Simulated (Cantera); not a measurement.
An adiabatic, constant-volume homogeneous reactor starts with CH4 : O2 : N2 = 1 : 2.2 : 8.26 (molar parts), at 1650 K and 4950 Torr. Integrator tolerance rtol = 1e-08.

Detailed kinetics in Cantera: GRI-Mech 3.0 (53 species, 325 reactions). Above 3000 K some thermodynamic fits are extrapolated.

What does this change do: N2 8.26 to 16 parts?


| quantity | before | after |
|---|---|---|
| time of steepest temperature rise | 63.4 µs | 0.111 ms |
| temperature at 0.700 s | 3081 K | 2762 K |
| equilibrium temperature | 3081 K | 2762 K |
| x(CH4) at 0.700 s | <1e-12 (gas-phase equilibrium <1e-12) | <1e-12 (gas-phase equilibrium <1e-12) |
| x(O2) at 0.700 s | 0.0259 (gas-phase equilibrium 0.0259) | 0.0125 (gas-phase equilibrium 0.0125) |
| x(OH) at 0.700 s | 0.0232 (gas-phase equilibrium 0.0232) | 0.00794 (gas-phase equilibrium 0.00794) |
| x(CO2) at 0.700 s | 0.0473 (gas-phase equilibrium 0.0473) | 0.0382 (gas-phase equilibrium 0.0382) |
| x(C2H2) at 0.700 s | <1e-12 (gas-phase equilibrium <1e-12) | <1e-12 (gas-phase equilibrium <1e-12) |
| x(C2H4) at 0.700 s | <1e-12 (gas-phase equilibrium <1e-12) | <1e-12 (gas-phase equilibrium <1e-12) |
| x(CH2O) at 0.700 s | 2.68e-9 (gas-phase equilibrium 2.68e-9) | 2.81e-10 (gas-phase equilibrium 2.81e-10) |

What does this change do: pressure from 4950 Torr to 683 Torr?


```csv
quantity,before,after
time of steepest temperature rise,63.4 µs,0.318 ms
temperature at 0.700 s,3081 K,2902 K
equilibrium temperature,3081 K,2902 K
x(CH4) at 0.700 s,<1e-12 (gas-phase equilibrium <1e-12),<1e-12 (gas-phase equilibrium <1e-12)
x(O2) at 0.700 s,0.0259 (gas-phase equilibrium 0.0259),0.0302 (gas-phase equilibrium 0.0302)
x(OH) at 0.700 s,0.0232 (gas-phase equilibrium 0.0232),0.0262 (gas-phase equilibrium 0.0262)
x(CO2) at 0.700 s,0.0473 (gas-phase equilibrium 0.0473),0.0409 (gas-phase equilibrium 0.0409)
x(C2H2) at 0.700 s,<1e-12 (gas-phase equilibrium <1e-12),<1e-12 (gas-phase equilibrium <1e-12)
x(C2H4) at 0.700 s,<1e-12 (gas-phase equilibrium <1e-12),<1e-12 (gas-phase equilibrium <1e-12)
x(CH2O) at 0.700 s,2.68e-9 (gas-phase equilibrium 2.68e-9),5.20e-10 (gas-phase equilibrium 5.20e-10)
```
